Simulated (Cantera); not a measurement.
Charge: 1 mol MgO, 0.17 mol HI, 6.6 mol N₂, equilibrated at 975 °C and 19.0 mbar.

These are equilibrium values from Cantera (NASA tables, ideal gas, pure condensed phases), not measurements of a reactor. Candidate condensed phases: H₂O, I₂, Mg, MgI₂, MgO, Mg(OH)₂; 36 gas species. The numbers say what is thermodynamically allowed, not how fast it happens.

Base state: N₂ 0.965, I 0.0207, H₂ 0.0104, HI 0.00379, H₂O 0.000125, MgI₂ 0.000125, I₂ 6.61e-5 (mole fractions); condensed: MgO(s).

Problem. What changes in the equilibrium state with this change: pressure from 19.0 mbar to 1.00 bar?

Solution. 
```json
[
 {"species": "N₂", "before": "0.965", "after": "0.970"},
 {"species": "HI", "before": "0.00379", "after": "0.0114"},
 {"species": "I", "before": "0.0207", "after": "0.0109"},
 {"species": "H₂", "before": "0.0104", "after": "0.00642"},
 {"species": "MgI₂", "before": "0.000125", "after": "0.000376"},
 {"species": "I₂", "before": "6.61e-5", "after": "0.000967"},
 {"species": "H₂O", "before": "0.000125", "after": "0.000377"},
 {"species": "MgO(s), mol", "before": "0.999", "after": "0.997"}
]
```
